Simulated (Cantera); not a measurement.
Input: 1 mol Si, 1.8 mol NF₃, equilibrated at 923 K and 0.290 bar.

Equilibrium computed with Cantera from the NASA thermochemical tables; the gas is ideal and each condensed phase is pure. Candidate condensed phases: Si, Si₃N₄; 16 gas species. Kinetics and transport are ignored.

Base state: SiF₄ 0.387, N₂ 0.336, F₂ 0.215, F 0.0370, NF₃ 0.0250 (mole fractions); condensed: gas only.

Question: What changes in the equilibrium state with this change: NF₃ from 1.8 to 1.4 mol?

Answer: 
| species | before | after |
|---|---|---|
| SiF₄ | 0.387 | 0.552 |
| N₂ | 0.336 | 0.385 |
| F₂ | 0.215 | 0.0433 |
| NF₃ | 0.0250 | 0.00242 |
| F | 0.0370 | 0.0166 |
